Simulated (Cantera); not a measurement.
Cantera run:

```python
import numpy as np
import cantera as ct

gas_names = [...]  # 113 gases of nasa_gas.yaml made of C, H, O, Ti
cond_names = """
    C(gr) C6H6(L) C7H8(L) C8H18(L),n-octa H2O(s) H2O(L) Ti(a) Ti(b) Ti(L) TiC(s) TiC(L) TiO(a) TiO(b)
    TiO(L) TiO2(ru) TiO2(L) Ti2O3(a) Ti2O3(b) Ti2O3(L) Ti3O5(a) Ti3O5(b) Ti3O5(L) Ti4O7(s) Ti4O7(L)
""".split()


# ... load() reads the species with a 1 bar reference pressure and builds the phases ...
atoms = {
    'Ti(OiPr)4': {'Ti': 1, 'C': 12, 'H': 28, 'O': 4},
    'O2': {'O': 2},
    'H2': {'H': 2},
}
top_T = {'C(gr)': 4500}  # K; cautious upper limits of use, not melting points


# ... equilibrate(T, P, feed) seeds the gas with the atoms and calls Mixture.equilibrate('TP', solver="vcs", rtol=1e-11, max_steps=5000) ...
results = []
feed = {'Ti(OiPr)4': 1, 'O2': 0.63, 'H2': 450}  # mol
T = 1148  # K
P = 1000  # Pa
mix = equilibrate(T, P, feed)
results.append((T, P, feed, dict(zip(mix.species_names, mix.species_moles))))
print(gas.report(threshold=0.0001))
for i in range(1, mix.n_phases):
    print(f"{mix.phase(i).name:16s} {mix.phase_moles(i):12.5e} mol")
```

It prints:

```
       temperature   1148 K
          pressure   1000 Pa
           density   0.00024208 kg/m^3
  mean mol. weight   2.3106 kg/kmol
   phase of matter   gas

                          1 kg             1 kmol
                     ---------------   ---------------
          enthalpy        1.0373e+07        2.3967e+07  J
   internal energy        6.2416e+06        1.4422e+07  J
           entropy             90908        2.1006e+05  J/K
    Gibbs function        -9.399e+07       -2.1718e+08  J
 heat capacity c_p             13373             30900  J/K
 heat capacity c_v            9774.4             22585  J/K

                      mass frac. Y      mole frac. X     chem. pot. / RT
                     ---------------   ---------------   ---------------
               CH4         0.0016143         0.0002325           -46.682
                CO           0.13585          0.011206            -46.65
                H2            0.8625           0.98855           -22.476
     [ +110 minor]        4.3365e-05        6.1391e-06

C(gr)             5.63340e+00 mol
Ti(a)             0.00000e+00 mol
TiC(s)            1.00000e+00 mol
TiO(a)            0.00000e+00 mol
TiO2(ru)          0.00000e+00 mol
Ti2O3(b)          0.00000e+00 mol
Ti3O5(b)          0.00000e+00 mol
Ti4O7(s)          0.00000e+00 mol
```

Cantera equilibrium calculation (NASA polynomials, part measured and part estimated; ideal gas, pure solids and liquids). The feed counts by its element totals alone. TiC: taken at fixed stoichiometry.
